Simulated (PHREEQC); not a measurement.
1 kg of water holding 32 mmol/kgw MgBr2, 2.7 mmol/kgw CaSO4, 16 mmol/kgw KCl, 15 mmol/kgw NaCl and 17 mmol/kgw NaBr is evaporated at 15 °C; the solids stay in contact with the brine. CO2 from the air is kept out. Only these solids could form: Arcanite, Bischofite, Bloedite, Brucite, Carnallite, Epsomite, Glaserite, Glauberite, Gypsum, Anhydrite, Halite, Hexahydrite, Kainite, Kieserite, Leonite, Mirabilite, Misenite, Polyhalite, Portlandite, Schoenite, Sylvite, Syngenite, Thenardite, MgCl2_4H2O.

All values are PHREEQC results (Pitzer model, pitzer.dat), not measurements.

```json
[
 {"water left (kg)": "1", "ionic strength": "0.155", "water activity": "0.997", "Gypsum (mol)": "0", "Cl in solution (mol/kgw)": "0.0310", "Br in solution (mol/kgw)": "0.0810", "K in solution (mol/kgw)": "0.0160"},
 {"water left (kg)": "0.8219", "ionic strength": "0.188", "water activity": "0.996", "Gypsum (mol)": "0", "Cl in solution (mol/kgw)": "0.0377", "Br in solution (mol/kgw)": "0.0986", "K in solution (mol/kgw)": "0.0195"},
 {"water left (kg)": "0.6755", "ionic strength": "0.229", "water activity": "0.995", "Gypsum (mol)": "0", "Cl in solution (mol/kgw)": "0.0459", "Br in solution (mol/kgw)": "0.120", "K in solution (mol/kgw)": "0.0237"},
 {"water left (kg)": "0.5552", "ionic strength": "0.279", "water activity": "0.994", "Gypsum (mol)": "0", "Cl in solution (mol/kgw)": "0.0558", "Br in solution (mol/kgw)": "0.146", "K in solution (mol/kgw)": "0.0288"},
 {"water left (kg)": "0.4563", "ionic strength": "0.339", "water activity": "0.993", "Gypsum (mol)": "0", "Cl in solution (mol/kgw)": "0.0679", "Br in solution (mol/kgw)": "0.178", "K in solution (mol/kgw)": "0.0351"},
 {"water left (kg)": "0.375", "ionic strength": "0.413", "water activity": "0.992", "Gypsum (mol)": "0", "Cl in solution (mol/kgw)": "0.0827", "Br in solution (mol/kgw)": "0.216", "K in solution (mol/kgw)": "0.0427"},
 {"water left (kg)": "0.3082", "ionic strength": "0.502", "water activity": "0.990", "Gypsum (mol)": "0", "Cl in solution (mol/kgw)": "0.101", "Br in solution (mol/kgw)": "0.263", "K in solution (mol/kgw)": "0.0519"},
 {"water left (kg)": "0.2533", "ionic strength": "0.611", "water activity": "0.987", "Gypsum (mol)": "0", "Cl in solution (mol/kgw)": "0.122", "Br in solution (mol/kgw)": "0.320", "K in solution (mol/kgw)": "0.0632"},
 {"water left (kg)": "0.2082", "ionic strength": "0.743", "water activity": "0.985", "Gypsum (mol)": "0", "Cl in solution (mol/kgw)": "0.149", "Br in solution (mol/kgw)": "0.389", "K in solution (mol/kgw)": "0.0768"},
 {"water left (kg)": "0.1711", "ionic strength": "0.905", "water activity": "0.981", "Gypsum (mol)": "0", "Cl in solution (mol/kgw)": "0.181", "Br in solution (mol/kgw)": "0.473", "K in solution (mol/kgw)": "0.0935"},
 {"water left (kg)": "0.1407", "ionic strength": "1.10", "water activity": "0.977", "Gypsum (mol)": "0", "Cl in solution (mol/kgw)": "0.220", "Br in solution (mol/kgw)": "0.576", "K in solution (mol/kgw)": "0.114"},
 {"water left (kg)": "0.1156", "ionic strength": "1.34", "water activity": "0.971", "Gypsum (mol)": "0", "Cl in solution (mol/kgw)": "0.268", "Br in solution (mol/kgw)": "0.701", "K in solution (mol/kgw)": "0.138"},
 {"water left (kg)": "0.09502", "ionic strength": "1.63", "water activity": "0.964", "Gypsum (mol)": "0", "Cl in solution (mol/kgw)": "0.326", "Br in solution (mol/kgw)": "0.852", "K in solution (mol/kgw)": "0.168"},
 {"water left (kg)": "0.07809", "ionic strength": "1.98", "water activity": "0.955", "Gypsum (mol)": "0", "Cl in solution (mol/kgw)": "0.397", "Br in solution (mol/kgw)": "1.04", "K in solution (mol/kgw)": "0.205"},
 {"water left (kg)": "0.06418", "ionic strength": "2.41", "water activity": "0.944", "Gypsum (mol)": "0", "Cl in solution (mol/kgw)": "0.483", "Br in solution (mol/kgw)": "1.26", "K in solution (mol/kgw)": "0.249"},
 {"water left (kg)": "0.05275", "ionic strength": "2.93", "water activity": "0.928", "Gypsum (mol)": "0", "Cl in solution (mol/kgw)": "0.588", "Br in solution (mol/kgw)": "1.54", "K in solution (mol/kgw)": "0.303"},
 {"water left (kg)": "0.04334", "ionic strength": "3.56", "water activity": "0.909", "Gypsum (mol)": "0.000173", "Cl in solution (mol/kgw)": "0.715", "Br in solution (mol/kgw)": "1.87", "K in solution (mol/kgw)": "0.369"},
 {"water left (kg)": "0.03561", "ionic strength": "4.27", "water activity": "0.883", "Gypsum (mol)": "0.000689", "Cl in solution (mol/kgw)": "0.870", "Br in solution (mol/kgw)": "2.27", "K in solution (mol/kgw)": "0.449"},
 {"water left (kg)": "0.02926", "ionic strength": "5.13", "water activity": "0.849", "Gypsum (mol)": "0.00116", "Cl in solution (mol/kgw)": "1.06", "Br in solution (mol/kgw)": "2.77", "K in solution (mol/kgw)": "0.547"},
 {"water left (kg)": "0.02402", "ionic strength": "6.18", "water activity": "0.803", "Gypsum (mol)": "0.00157", "Cl in solution (mol/kgw)": "1.29", "Br in solution (mol/kgw)": "3.37", "K in solution (mol/kgw)": "0.666"}
]
```

Gypsum from water left = 0.04334 kg.
